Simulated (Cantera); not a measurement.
Input: 1 mol SiC, 0.46 mol O2, 660 mol N2, 0.075 mol H2O, equilibrated at 927 °C and 1.50 Pa.

Equilibrium computed with Cantera from the NASA thermochemical tables; the gas is ideal and each condensed phase is pure. Candidate condensed phases: C, C6H6, C7H8, C8H18, H2O, Si, SiC, SiO2, Si2N2O, Si3N4; 151 gas species. N2 is the only nitrogen source here; it is nearly inert below about 1500 K, so the nitride shown seldom forms there in practice. Mutual solubility and eutectic melting of coexisting phases are not modelled. The numbers say what is thermodynamically allowed, not how fast it happens.

Base state: N2 0.999, CO 0.00100, H2 0.000113 (mole fractions); condensed: SiC(s) + Si2N2O(s).

Task: What changes in the equilibrium state with this change: pressure from 1.50 Pa to 8.90 bar?

Result: 
```csv
species,before,after
N2,0.999,0.999
CO,0.00100,0.000750
H2,0.000113,0.000113
"SiC(s), mol",0.337,0
"Si2N2O(s), mol",0.331,0.500
"C(graphite), mol",0,0.505
```
